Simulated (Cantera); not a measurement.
**Sublimation and decomposition of ceramics: ZrN + H2**

Feed: 1 mol ZrN, 6.2 mol H2, at 2400 K and 25.0 Pa.

These are equilibrium values from Cantera (NASA tables, ideal gas, pure condensed phases), not measurements of a reactor. Candidate condensed phases: Zr, ZrN; 11 gas species. Mutual solubility and eutectic melting of coexisting phases are not modelled. ZrN: taken at fixed stoichiometry. Condensed phases not in the tables: N, O or C dissolved in the metal. Equilibrium is a limit: real reactors are often held back by kinetics, nucleation or transport.

```json
{
  "x(H)": "0.618",
  "x(H2)": "0.377",
  "x(Zr)": "0.00351",
  "x(N2)": "0.00205",
  "n(Zr(l))": "0.00525 mol",
  "n(ZrN(s))": "0.963 mol",
  "gas_amount": "9.043 mol"
}
```
